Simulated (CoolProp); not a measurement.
Octamethylcyclotetrasiloxane (D4) along the isobar 0.866 MPa: fugacity coefficient from the reference equation and from simpler models built on Tc = 586.5 K, pc = 1.347 MPa, ω = 0.598; each cubic takes its own stable root.

Model: reference Helmholtz-energy equation of state, Thol 2015, in CoolProp.

```tsv
T (K)	phase	reference
490.9	liquid	0.2805
497.5	liquid	0.3148
504.2	liquid	0.3521
510.8	liquid	0.3913
517.5	liquid	0.4334
524.2	liquid	0.4778
530.8	liquid	0.5237
537.5	liquid	0.5721
544.1	liquid	0.6216
550.8	liquid	0.6733
564.1	gas	0.7415
570.8	gas	0.7539
577.4	gas	0.7652
```

Problem. How far does each simpler model (van der Waals, Redlich-Kwong) lie from the reference over these 13 states: mean and median of the absolute difference, and the worst?

Solution. 
- van der Waals: mean 48.1 %, median 44.1 %, worst +113.6 % at 490.9 K and 0.866 MPa
- Redlich-Kwong: mean 26.9 %, median 26.4 %, worst +59.8 % at 490.9 K and 0.866 MPa

At some of these states van der Waals, Redlich-Kwong gives the other phase, because its saturation line lies elsewhere.
